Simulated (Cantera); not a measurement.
Input: 1 mol V, 4.1 mol N₂O, 5.9 mol H₂, at 1102 °C and 0.250 Pa.

Cantera equilibrium calculation (NASA polynomials, part measured and part estimated; ideal gas, pure solids and liquids). Candidate condensed phases: H₂O, V, VN, VO, V₂O₃, V₂O₄, V₂O₅; 28 gas species. Condensed phases not in the tables: the oxides between V₂O₃ and V₂O₅ other than VO₂. Rates play no part.

Base state: N₂ 0.410, H₂ 0.329, H₂O 0.260, H 0.00124, VO₂ 7.01e-5, OH 1.77e-5 (mole fractions); condensed: V₂O₃(s).

Q: What changes in the equilibrium state with this change: temperature from 1102 °C to 1600 °C?

A: 
```tsv
species	before	after
N₂	0.410	0.331
H₂	0.329	0.226
H	0.00124	0.194
H₂O	0.260	0.150
VO₂	7.01e-5	0.0805
O	6.15e-8	0.00649
O₂	2.33e-8	0.00189
VO	2.02e-8	0.000339
NO	1.51e-7	0.000324
V₂O₃(s), mol	0.500	0
```

Q: What changes in the equilibrium state with this change: N₂O from 4.1 to 16 mol?

A: 
```csv
species,before,after
N₂,0.410,0.615
H₂O,0.260,0.226
O₂,2.33e-8,0.155
H₂,0.329,0.000111
VO₂,7.01e-5,0.00143
NO,1.51e-7,0.000477
O,6.15e-8,0.000159
H,0.00124,2.28e-5
OH,1.77e-5,0.000838
"V₂O₃(s), mol",0.500,0
"V₂O₄(s), mol",0,0.481
```
